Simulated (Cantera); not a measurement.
Cantera run:

```python
import numpy as np
import cantera as ct

gas_names = """
    H HNO HNO2 HNO3 HO2 H2 H2O H2O2 N NH NH2 NH3 NH2OH NO NO2 NO3 N2 N2H2 N2H4 N2O O OH O2 O3
""".split()
cond_names = """
    H2O(s) H2O(L)
""".split()


# ... load() reads the species with a 1 bar reference pressure and builds the phases ...
atoms = {
    'NH3': {'N': 1, 'H': 3},
    'H2O': {'H': 2, 'O': 1},
    'N2': {'N': 2},
}
top_T = {}  # K; cautious upper limits of use, not melting points


# ... equilibrate(T, P, feed) seeds the gas with the atoms and calls Mixture.equilibrate('TP', solver="vcs", rtol=1e-11, max_steps=5000) ...
results = []
feed = {'NH3': 1, 'H2O': 1.2, 'N2': 11}  # mol
P = 10000  # Pa
for T in [825, 1025, 1225, 1425, 1625, 1825, 2025, 2225, 2425, 2625, 2825, 3025, 3225, 3425]:
    mix = equilibrate(T, P, feed)
    results.append((T, P, feed, dict(zip(mix.species_names, mix.species_moles))))

top = {s: max(r[3][s] / sum(r[3][g] for g in gas_names) for r in results) for s in gas_names}
cols = sorted((s for s in top if top[s] > 1e-06), key=lambda s: -top[s])[:9]
seen = [c for c in cond_names if any(r[3].get(c, 0) > 1e-12 for r in results)]
print("log10 of partial pressures in bar; condensed amounts in mol")
print(f"{'T/K':>10s}" + "".join(f"{s[:9]:>10s}" for s in cols + seen))
for T, P, feed, n in results:
    ng = sum(n[g] for g in gas_names)
    print(f"{T:10.4g}" + "".join(f"{np.log10(max(n[s] / ng * P / 1e5, 1e-99)):10.3f}" for s in cols)
          + "".join(f"{n.get(c, 0):10.4g}" for c in seen))
```

Output:

```
log10 of partial pressures in bar; condensed amounts in mol
       T/K        N2         H        H2       H2O         O        OH        NO        O2         N
       825    -1.092   -12.089    -1.976    -2.073   -25.494   -15.553   -18.567   -25.789   -27.350
      1025    -1.092    -9.349    -1.976    -2.073   -19.321   -12.019   -14.383   -19.679   -21.468
      1225    -1.092    -7.494    -1.976    -2.073   -15.148    -9.632   -11.554   -15.543   -17.499
      1425    -1.092    -6.154    -1.976    -2.073   -12.136    -7.911    -9.514   -12.557   -14.639
      1625    -1.092    -5.140    -1.976    -2.073    -9.860    -6.612    -7.972   -10.298   -12.480
      1825    -1.092    -4.345    -1.977    -2.073    -8.079    -5.596    -6.765    -8.530   -10.792
      2025    -1.092    -3.706    -1.980    -2.075    -6.645    -4.781    -5.795    -7.106    -9.436
      2225    -1.093    -3.183    -1.989    -2.080    -5.466    -4.113    -4.996    -5.932    -8.323
      2425    -1.096    -2.752    -2.009    -2.098    -4.482    -3.563    -4.332    -4.955    -7.393
      2625    -1.104    -2.392    -2.040    -2.156    -3.675    -3.132    -3.800    -4.182    -6.607
      2825    -1.119    -2.092    -2.085    -2.309    -3.066    -2.857    -3.432    -3.687    -5.936
      3025    -1.142    -1.855    -2.173    -2.612    -2.660    -2.765    -3.240    -3.503    -5.358
      3225    -1.165    -1.695    -2.345    -3.092    -2.423    -2.850    -3.192    -3.578    -4.852
      3425    -1.181    -1.605    -2.602    -3.710    -2.303    -3.068    -3.237    -3.824    -4.403
```

Equilibrium computed with Cantera from the NASA thermochemical tables; the gas is ideal and each condensed phase is pure.
